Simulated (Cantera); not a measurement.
Input (Python, Cantera) and output of one run.

```python
import numpy as np
import cantera as ct

gas_names = """
    CL CLO CL2 H HCL HNO HNO2 HNO3 HOCL HO2 H2 H2O H2O2 N NH NH2 NH3 NH2OH NO NO2 NO3 N2 N2H2 N2H4 N2O O
    OH O2 O3 Si SiCL SiCL2 SiCL3 SiCL4 SiH SiHCL3 SiH2 SiH2CL2 SiH3 SiH3CL SiH4 SiN SiO SiO2 Si2 Si2N
    Si3
""".split()
cond_names = """
    H2O(s) H2O(L) NH4CL(a) NH4CL(b) Si(cr) Si(L) SiO2(Lqz) SiO2(hqz) SiO2(L) Si2N2O(s) Si3N4(a)
""".split()


def load(file, names, dense=False):
    # The tables refer to 1 bar. Condensed volumes are neglected.
    table = {s.name: s for s in ct.Species.list_from_file(file)}
    out = []
    for n in names:
        d = dict(table[n].input_data)
        d["thermo"] = dict(d["thermo"], **{"reference-pressure": 1e5})
        if dense:
            d["equation-of-state"] = {"model": "constant-volume", "density": "1e6 g/cm^3"}
        out.append(ct.Species.from_dict(d))
    return out


gas = ct.Solution(thermo="ideal-gas", species=load("nasa_gas.yaml", gas_names))
cond = {s.name: ct.Solution(thermo="fixed-stoichiometry", species=[s], name=s.name)
        for s in load("nasa_condensed.yaml", cond_names, dense=True)}
atoms = {
    'SiH2Cl2': {'Si': 1, 'H': 2, 'CL': 2},
    'O2': {'O': 2},
    'N2': {'N': 2},
}
top_T = {'Si2N2O(s)': 2100, 'Si3N4(a)': 2400}  # K; cautious upper limits of use, not melting points


def equilibrate(T, P, feed):
    n = {}
    for name, mol in feed.items():
        for a, k in atoms[name].items():
            n[a] = n.get(a, 0.0) + k * mol
    gas.TPX = T, P, n
    mass = sum(n.values()) * gas.mean_molecular_weight
    gas.equilibrate("TP")
    valid = [c for c in cond.values() if c.min_temp <= T <= top_T.get(c.name, c.max_temp)]
    mix = ct.Mixture([(gas, mass / gas.mean_molecular_weight)] + [(c, 0.0) for c in valid])
    mix.T, mix.P = T, P
    mix.equilibrate("TP", solver="vcs", rtol=1e-11, max_steps=5000)
    return mix


results = []
T = 1300  # K
P = 100000  # Pa
for m in [3.5, 8.3, 13, 18, 23, 27, 32, 37, 42]:
    feed = {'SiH2Cl2': 1, 'O2': 0.098, 'N2': m}  # mol
    mix = equilibrate(T, P, feed)
    results.append((T, P, feed, dict(zip(mix.species_names, mix.species_moles))))

top = {s: max(r[3][s] / sum(r[3][g] for g in gas_names) for r in results) for s in gas_names}
cols = sorted((s for s in top if top[s] > 0.0001), key=lambda s: -top[s])[:5]
seen = [c for c in cond_names if any(r[3].get(c, 0) > 1e-12 for r in results)]
print("log10 of partial pressures in bar; condensed amounts in mol")
print(f"{'n(N2)':>10s}" + "".join(f"{s[:9]:>10s}" for s in cols + seen))
for T, P, feed, n in results:
    ng = sum(n[g] for g in gas_names)
    print(f"{feed['N2']:10.4g}" + "".join(f"{np.log10(max(n[s] / ng * P / 1e5, 1e-99)):10.3f}" for s in cols)
          + "".join(f"{n.get(c, 0):10.4g}" for c in seen))
```

It prints:

```
log10 of partial pressures in bar; condensed amounts in mol
     n(N2)        N2       HCL        H2     SiCL4     SiCL3 Si2N2O(s)  Si3N4(a)
       3.5    -0.199    -0.650    -1.023    -1.335    -3.015     0.196    0.1251
       8.3    -0.090    -0.904    -1.385    -1.698    -3.305     0.196    0.1355
        13    -0.059    -1.055    -1.593    -1.906    -3.466     0.196    0.1407
        18    -0.043    -1.170    -1.749    -2.064    -3.587     0.196    0.1443
        23    -0.034    -1.259    -1.870    -2.185    -3.680     0.196    0.1471
        27    -0.029    -1.318    -1.950    -2.266    -3.741     0.196    0.1488
        32    -0.025    -1.382    -2.036    -2.352    -3.806     0.196    0.1506
        37    -0.021    -1.437    -2.110    -2.426    -3.863     0.196    0.1521
        42    -0.019    -1.485    -2.175    -2.491    -3.912     0.196    0.1535
```

Equilibrium computed with Cantera from the NASA thermochemical tables; the gas is ideal and each condensed phase is pure. N2 is the only nitrogen source here; it is nearly inert below about 1500 K, so the nitride shown seldom forms there in practice. Mutual solubility and eutectic melting of coexisting phases are not modelled. The tables' values for SiCl3 are old estimates; treat these amounts as uncertain.
